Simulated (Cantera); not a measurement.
**CS₂ + O₂ (abatement and gas-phase synthesis)**

Feed: 1 mol CS₂, a varied amount of O₂, at 852 °C and 1.60e7 Pa.

Equilibrium computed with Cantera from the NASA thermochemical tables; the gas is ideal and each condensed phase is pure. Candidate condensed phases: C, S; 22 gas species. The ideal-gas law is rough above about 30 bar. Gases not in the tables: S₃ to S₇. Equilibrium is a limit: real reactors are often held back by kinetics, nucleation or transport.

```
n(O₂) (mol)     x CS₂    x CO₂    x SO₂    x COS    x SO₃    x S₂      x CO     x S₂O  n C(graphite)  n S(l)
-----------  --------  -------  -------  -------  -------  ------  --------  --------  -------------  ------
0.044           0.793  0.00147  2.45e-8   0.0699   <1e-12   0.117    0.0125   6.16e-6         0.0963       0
0.066           0.761  0.00314  5.14e-8    0.100   <1e-12   0.112    0.0183   8.64e-6         0.0660       0
0.097           0.719  0.00633  1.01e-7    0.138   <1e-12   0.106    0.0260   1.16e-5         0.0240       0
0.14            0.645   0.0129  2.59e-7    0.187   <1e-12   0.115    0.0337   1.98e-5              0       0
0.21            0.529   0.0299  8.73e-7    0.258   <1e-12   0.129    0.0439   3.97e-5              0  0.0805
0.31            0.396   0.0689  2.69e-6    0.338   <1e-12   0.129    0.0576   6.96e-5              0   0.296
0.46            0.232    0.163  1.08e-5    0.398   <1e-12   0.129    0.0678  0.000140              0   0.608
0.69           0.0690    0.395  8.85e-5    0.338   <1e-12   0.129    0.0576  0.000400              0    1.05
1            0.000546    0.782   0.0221   0.0423  3.13e-9   0.129   0.00721   0.00632              0    1.50
1.5           3.10e-5    0.553    0.275  0.00848  1.37e-7   0.129   0.00145    0.0223              0   0.820
2.2           1.05e-5    0.389    0.462  0.00415  3.09e-7   0.113  0.000757    0.0260              0       0
3.3            <1e-12    0.332    0.473   <1e-12    0.191  <1e-12   1.07e-9    <1e-12              0       0
```
x: gas mole fraction; n: condensed amount in mol.

From 0.044 mol O₂ to 0.097 mol O₂ the condensed part is C(graphite). At 0.14 mol O₂ nothing is condensed. From 0.21 mol O₂ to 1.5 mol O₂ the condensed part is S(l). From 2.2 mol O₂ to 3.3 mol O₂ nothing is condensed. The main C-bearing gas is CS₂ at 0.044 mol O₂ and CO₂ at 3.3 mol O₂.
